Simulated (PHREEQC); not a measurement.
Acid rinse or clean

Solution (25 °C): 84 mmol/kgw HNO3, 75 mmol/kgw AlCl3 and 27 mmol/kgw MnSO4. Closed to the air; pH follows from the charge balance.

Equilibrium calculation in PHREEQC: ion-association model, wateq4f.dat.

This is a speciation only: nothing precipitates in the calculation.

Problem. Predict the pH, ionic strength, activity of water.

Solution. pH 1.23; ionic strength 0.516 mol/kgw; activity of water 0.992.

Problem. In which forms is Mn present?

Solution. Mn+2 80 %, MnCl+ 17 %, MnSO4 2.1 %, MnCl2 0.6 % of the Mn.

Species that the database lacks are ignored.
